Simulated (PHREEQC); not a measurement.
PHREEQC input (ion-association model, wateq4f.dat):

```
SOLUTION_MASTER_SPECIES
  An  An-  0  An  62.0  # stands for a non-complexing anion
SOLUTION_SPECIES
  An- = An-
    -log_k 0
    -gamma 3.0 0
PHASES
  Fix_H+
    H+ = H+
    -log_k 0
SOLUTION 1
  temp 25
  units mmol/kgw
  pH 7 charge
  Na 100
  An 100
END
SELECTED_OUTPUT 1
  -reset false
  -pH true
  -pe true
  -ionic_strength true
  -water true
  -totals Na
  -molalities Hfo_wOH Hfo_wOH2+ Hfo_wO- Hfo_sOH Hfo_sOH2+ Hfo_sO-
USER_PUNCH 1
  -headings sigma psi
  10 PUNCH EDL("sigma", "Hfo"), EDL("psi", "Hfo")
PRINT
  -reset false
USE solution 1
SURFACE 1
  Hfo_wOH 0.000831461 600 0.37
  Hfo_sOH 2.07865e-05
EQUILIBRIUM_PHASES 1
  Fix_H+ -3 HAn 10
    -force_equality true
  O2(g) -0.68 10
END
# ... the last block is repeated for the other 12 points of pH, with NaOH or the acid as the point needs
```

Selected output (columns that matter, 12 of 13 rows; pH added in front):

```
pH	mu	Na	m_Hfo_wOH	m_Hfo_wOH2+	m_Hfo_wO-	m_Hfo_sOH	m_Hfo_sOH2+	m_Hfo_sO-	sigma	psi
3	0.10163	0.1	1.5875e-05	0.00081558	7.0789e-09	3.9688e-07	2.0389e-05	1.7697e-10	0.36335	0.15258
3.67	0.10065	0.1	6.2765e-05	0.00076858	1.1742e-07	1.5691e-06	1.9214e-05	2.9355e-09	0.34237	0.14978
4.33	0.10039	0.1	0.00017676	0.00065361	1.0951e-06	4.419e-06	1.634e-05	2.7377e-08	0.29071	0.14151
5	0.10026	0.1	0.00033881	0.00048725	5.397e-06	8.4702e-06	1.2181e-05	1.3493e-07	0.21468	0.12613
5.67	0.10017	0.1	0.00048175	0.00033378	1.5929e-05	1.2044e-05	8.3446e-06	3.9821e-07	0.14161	0.10526
6.33	0.1001	0.1	0.0005728	0.0002253	3.3361e-05	1.432e-05	5.6325e-06	8.3404e-07	0.085513	0.080762
7.67	0.10002	0.1	0.00063576	0.00011562	8.0083e-05	1.5894e-05	2.8906e-06	2.0021e-06	0.015834	0.021311
8.33	0.10001	0.10002	0.00063765	8.8177e-05	0.00010563	1.5941e-05	2.2044e-06	2.6409e-06	-0.0077777	-0.010694
9	0.10005	0.10009	0.00062672	6.3873e-05	0.00014087	1.5668e-05	1.5968e-06	3.5218e-06	-0.034305	-0.042489
9.67	0.10014	0.10022	0.00059228	4.0434e-05	0.00019875	1.4807e-05	1.0108e-06	4.9687e-06	-0.070533	-0.071828
10.33	0.10042	0.10056	0.00051771	2.0971e-05	0.00029278	1.2943e-05	5.2429e-07	7.3194e-06	-0.1211	-0.097462
11	0.10153	0.10175	0.00038914	7.987e-06	0.00043433	9.7284e-06	1.9967e-07	1.0858e-05	-0.18995	-0.11963
```

The oxide is taken as insoluble; below pH 4 it would dissolve.
